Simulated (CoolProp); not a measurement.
Vapour-liquid equilibrium of R227EA (1) + isobutene (2) at 0.261 bar; x and y are mole fractions of (1).

The numbers come from the multi-fluid Helmholtz-energy mixture model, Lemmon 2016 and Lemmon 2005; pair parameters Bell 2016 in CoolProp.

Task: Give the bubble temperature and the first vapour's composition at x = 0.35, 0.45, 0.95. Is there an azeotrope?

Result: x = 0.35: 225.9 K, y = 0.531; x = 0.45: 225.7 K, y = 0.554; x = 0.95: 228.2 K, y = 0.888. y crosses x between x = 0.55 and 0.65: the model has an azeotrope there.

The pair parameters rest on a limited set of measurements; away from them the model extrapolates.
